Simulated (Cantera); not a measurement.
Charge: 1 mol Al(CH3)3, 88 mol NH3, 280 mol H2, held at 4000 Pa.

Equilibrium computed with Cantera from the NASA thermochemical tables; the gas is ideal and each condensed phase is pure. Candidate condensed phases: Al, AlN, C, C6H6, C7H8, C8H18; 97 gas species. The feed counts by its element totals alone. The numbers say what is thermodynamically allowed, not how fast it happens.

log p: log10 of the partial pressure in bar; n: condensed amount in mol.

```
T (K)  log p H2  log p N2  log p H  log p HCN  log p Al  n AlN(s)  n C(graphite)
-----  --------  --------  -------  ---------  --------  --------  -------------
1073      -1.44     -2.42    -8.57      -6.74      <-13      1.00           2.31
1173      -1.44     -2.42    -7.65      -6.19      <-13      1.00           2.70
1273      -1.44     -2.42    -6.87      -5.73    -12.96      1.00           2.84
1373      -1.44     -2.42    -6.20      -5.33         ?      1.00           2.87
1473      -1.44     -2.42    -5.62      -4.99         ?     1.000           2.83
1573      -1.44     -2.42    -5.11      -4.70         ?     1.000           2.72
1673      -1.44     -2.42    -4.66      -4.43         ?     0.997           2.50
1773      -1.44     -2.43    -4.27      -4.20         ?     0.968           2.13
1873      -1.44     -2.43    -3.91      -4.00         ?     0.684           1.52
1973      -1.45     -2.43    -3.59      -3.82     -4.09         0          0.598
2073      -1.45     -2.43    -3.30      -3.73     -4.08         0              0
2173      -1.45     -2.44    -3.04      -3.73     -4.08         0              0
```

**Question.** Fill in the missing entries.

**Answer.** 
- 1373, log p Al: -11.05
- 1473, log p Al: -9.40
- 1573, log p Al: -7.97
- 1673, log p Al: -6.71
- 1773, log p Al: -5.59
- 1873, log p Al: -4.59
